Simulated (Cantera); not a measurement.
An isothermal, constant-pressure homogeneous reactor starts with NO : N₂ = 1 : 1.5 (molar parts), at 1425 K and 0.130 bar. Integrator tolerance rtol = 1e-08.

Cantera simulation using GRI-Mech 3.0 (53 species, 325 reactions); the numbers are that mechanism's predictions, not measurements.

What does this change do: temperature 1425 to 1823 K?


```tsv
quantity	before	after
x(NO) at 2.00 s	0.400 (gas-phase equilibrium 0.000821)	0.373 (gas-phase equilibrium 0.00440)
x(NO₂) at 2.00 s	7.85e-5 (gas-phase equilibrium 1.96e-6)	8.88e-5 (gas-phase equilibrium 3.68e-6)
x(O) at 2.00 s	1.81e-7 (gas-phase equilibrium 1.73e-6)	5.99e-5 (gas-phase equilibrium 0.000187)
x(N₂) at 2.00 s	0.600 (gas-phase equilibrium 0.800)	0.614 (gas-phase equilibrium 0.798)
x(O₂) at 2.00 s	7.63e-5 (gas-phase equilibrium 0.200)	0.0135 (gas-phase equilibrium 0.198)
x(N₂O) at 2.00 s	4.53e-5 (gas-phase equilibrium 1.87e-8)	5.44e-5 (gas-phase equilibrium 9.15e-8)
```
